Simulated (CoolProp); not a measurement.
Fluorine along the isobar 6.86 MPa: fugacity coefficient from the reference equation and from simpler models built on Tc = 144.4 K, pc = 5.240 MPa, ω = 0.045; each cubic takes its own stable root.

The numbers come from the reference Helmholtz-energy equation of state, de Reuck 1990 in CoolProp.

| T (K) | phase | reference |
|---|---|---|
| 119.7 | liquid | 0.2262 |
| 131.8 | liquid | 0.3704 |
| 143.8 | liquid | 0.5336 |
| 155.8 | supercritical | 0.6691 |
| 167.8 | supercritical | 0.7434 |
| 179.8 | supercritical | 0.7959 |
| 191.8 | supercritical | 0.8355 |
| 203.9 | supercritical | 0.8665 |
| 215.9 | supercritical | 0.8908 |
| 227.9 | supercritical | 0.9104 |
| 239.9 | supercritical | 0.9263 |
| 251.9 | supercritical | 0.9394 |
| 263.9 | supercritical | 0.9504 |
| 276 | supercritical | 0.9596 |
| 288 | supercritical | 0.9674 |
| 300 | supercritical | 0.9740 |

Problem. How far does each simpler model (van der Waals, Redlich-Kwong, Soave-Redlich-Kwong, Peng-Robinson) lie from the reference over these 16 states: mean and median of the absolute difference, and the worst?

Solution. 
- van der Waals: mean 6.3 %, median 2.3 %, worst +46.7 % at 119.7 K and 6.86 MPa
- Redlich-Kwong: mean 1.1 %, median 0.9 %, worst +3.0 % at 119.7 K and 6.86 MPa
- Soave-Redlich-Kwong: mean 0.8 %, median 0.7 %, worst +2.2 % at 119.7 K and 6.86 MPa
- Peng-Robinson: mean 2.5 %, median 2.3 %, worst -4.5 % at 155.8 K and 6.86 MPa
